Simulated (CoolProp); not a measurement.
Properties of R125 at several states.

Computed with CoolProp (reference Helmholtz-energy equation of state, Lemmon 2005).

| T (°C) | p (kPa) | phase | Z | cp (kJ/(kg K)) | speed of sound (m/s) | viscosity (µPa s) | conductivity (mW/(m K)) | fugacity coefficient |
|---|---|---|---|---|---|---|---|---|
| 203.15 | 8240 | supercritical | 0.8176 | 1.230 | 171.3 | 27.3 | 34.7 | 0.8125 |
| -71.95 | 65 | liquid | 0.002921 | 1.070 | 788.3 | 617 | 103 | 0.4030 |
| 2.25 | 25.4 | gas | 0.9950 | 0.7532 | 144.4 | 12.0 | 12.3 | 0.9950 |
| -1.85 | 68.2 | gas | 0.9857 | 0.7528 | 142.3 | 11.8 | 12.0 | 0.9859 |
| 70.45 | 51.2 | gas | 0.9954 | 0.8591 | 160.3 | 14.8 | 17.5 | 0.9954 |
| 126.85 | 19100 | supercritical | 0.7241 | 1.350 | 290.2 | 83.9 | 51.9 | 0.4475 |

Viscosity comes from a separate model (Huber 2006). Thermal conductivity comes from a separate model (Perkins 2006).
